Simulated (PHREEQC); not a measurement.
A solution holds 0.0019 mol/kgw HF, 0.013 mol/kgw KF, 5.3e-06 mol/kgw H4SiO4 and 4.2e-05 mol/kgw HCl, at 40 °C. It is in equilibrium with CO2 at log p = -1 (atm). Otherwise closed; pH follows from the charge balance.

Model: ion-association model, wateq4f.dat, run in PHREEQC.

```json
[
 {"quantity": "pH", "before": "4.11", "after": "4.00"},
 {"quantity": "ionic strength (mol/kgw)", "before": "0.0131", "after": "0.0131"},
 {"quantity": "HF (mol/kgw)", "before": "0.00175", "after": "0.00172"},
 {"quantity": "HF2- (mol/kgw)", "before": "9.51e-5", "after": "8.60e-5"},
 {"quantity": "HCO3- (mol/kgw)", "before": "1.73e-5", "after": "1.69e-5"},
 {"quantity": "H2F2 (mol/kgw)", "before": "4.58e-6", "after": "7.78e-6"},
 {"quantity": "SI of Quartz (SiO2)", "before": "-3.23", "after": "-4.04"}
]
```

**Question.** Which change was made?
A. 0.00081 mol/kgw Na2SO4 added
B. temperature from 40 to 5 °C
C. H4SiO4 from 5.3e-06 to 4.77e-06 mol/kgw
D. temperature from 40 to 25 °C
E. 0.00029 mol/kgw CsOH added

**Answer.** D, temperature from 40 to 25 °C

No solid was allowed to form. Constants without temperature data keep their 25 °C values here. SiF6-2 is the database's only silicon fluoride.
